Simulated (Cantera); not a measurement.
Mixture: CO : H2 : O2 : N2 = 1 : 0.083 : 0.652 : 3.52 (molar parts), at 7500 Torr, adiabatic and at constant pressure. Ignition delay is the time to a rise of 400 K.

Detailed kinetics in Cantera: GRI-Mech 3.0 (53 species, 325 reactions). The hydrogen kinetics of GRI-Mech 3.0 are dated; newer H2 mechanisms differ, most at raised pressure. Where the delays flatten at high temperature, the 400 K rule measures the pace of heat release, not the induction time.

Question: What does this change do: N2 3.52 to 5.4 parts?

Answer: 
| quantity | before | after |
|---|---|---|
| delay at 1323 K | 18.5 µs | 30.4 µs |
| delay at 1423 K | 11.1 µs | 18.6 µs |
| delay at 1523 K | 8.13 µs | 13.8 µs |
| delay at 1623 K | 6.67 µs | 11.5 µs |
| delay at 1723 K | 5.87 µs | 10.3 µs |
| delay at 1823 K | 5.43 µs | 9.80 µs |
| delay at 1923 K | 5.25 µs | 9.77 µs |
